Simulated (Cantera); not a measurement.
Moist CO burnout

An isothermal, constant-pressure homogeneous reactor starts with CO : O₂ : H₂O : N₂ = 0.0013 : 0.0067 : 0.00087 : 1 (molar parts), equivalence ratio 0.097, at 1400 K and 5.00 bar.

Computed with Cantera and GRI-Mech 3.0 (53 species, 325 reactions).

```tsv
t (s)	x CO	x O₂	x H₂O	x HO₂	x OH	x CO₂	x H₂O₂
0.000300	0.00129	0.00664	0.000862	1.70e-9	5.35e-9	2.01e-8	<1e-12
0.000685	0.00129	0.00664	0.000862	2.24e-8	5.73e-8	2.07e-7	3.36e-12
0.00156	0.00127	0.00663	0.000859	1.01e-6	4.52e-6	2.01e-5	1.67e-9
0.00357	0.000802	0.00638	0.000848	1.65e-6	1.73e-5	0.000487	9.57e-9
0.00814	0.000304	0.00614	0.000854	9.09e-7	1.20e-5	0.000985	4.38e-9
0.0186	7.41e-5	0.00603	0.000859	3.20e-7	7.34e-6	0.00122	1.50e-9
0.0424	1.18e-5	0.00600	0.000861	6.89e-8	4.06e-6	0.00128	4.42e-10
0.0968	1.28e-6	0.00600	0.000862	1.17e-8	2.14e-6	0.00129	1.23e-10
0.221	1.04e-7	0.00600	0.000862	2.15e-9	1.15e-6	0.00129	3.52e-11
0.505	1.07e-8	0.00600	0.000862	9.43e-10	8.17e-7	0.00129	1.79e-11
1.15	7.35e-9	0.00600	0.000863	8.72e-10	7.89e-7	0.00129	1.67e-11
2.63	7.35e-9	0.00600	0.000863	8.72e-10	7.88e-7	0.00129	1.67e-11
6.00	7.35e-9	0.00600	0.000863	8.72e-10	7.88e-7	0.00129	1.67e-11
```
x: mole fraction; the columns are a selection and need not sum to one.

Equilibrium at this temperature and pressure: CO 7.39e-9, O₂ 0.00593, H₂O 0.000863, HO₂ 8.65e-10, OH 7.86e-7, CO₂ 0.00129, H₂O₂ 1.66e-11 (gas phase only).
